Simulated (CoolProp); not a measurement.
Vapour-liquid equilibrium of n-hexane (1) + m-xylene (2) at 0.484 bar; x and y are mole fractions of (1).

The numbers come from the multi-fluid Helmholtz-energy mixture model, Thol 2019 and Zhou 2012; pair parameters Bell 2016 in CoolProp.

**Question.** Give the bubble temperature and the first vapour's composition at x = 0.05, 0.45, 0.95. Is there an azeotrope?

**Answer.** x = 0.05: 377.3 K, y = 0.291; x = 0.45: 335.7 K, y = 0.913; x = 0.95: 321.3 K, y = 0.993. No azeotrope shows between x = 0.05 and 0.95.

The pair parameters rest on a limited set of measurements; away from them the model extrapolates.
